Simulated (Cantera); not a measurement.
Feed: 1 mol SiO₂, 5.7 mol C, 0.9 mol CO, equilibrated at 725 °C and 90.0 Torr.

Method: chemical equilibrium by Gibbs-energy minimisation in Cantera with the NASA 1993 tables (ideal gas, pure condensed phases). Candidate condensed phases: C, Si, SiC, SiO₂; 20 gas species. The numbers say what is thermodynamically allowed, not how fast it happens.

Base state: CO 0.938, CO₂ 0.0622 (mole fractions); condensed: C(graphite) + SiO₂(β-quartz).

What changes in the equilibrium state with this change: SiO₂ replaced by Ta₂O₅?


```tsv
species	before	after
CO	0.938	0.938
CO₂	0.0622	0.0622
C(graphite), mol	5.75	5.75
SiO₂(β-quartz), mol	1.00	0
Ta₂O₅(s), mol	0	1.00
```
Further candidate phases: Ta, TaC, Ta₂O₅.
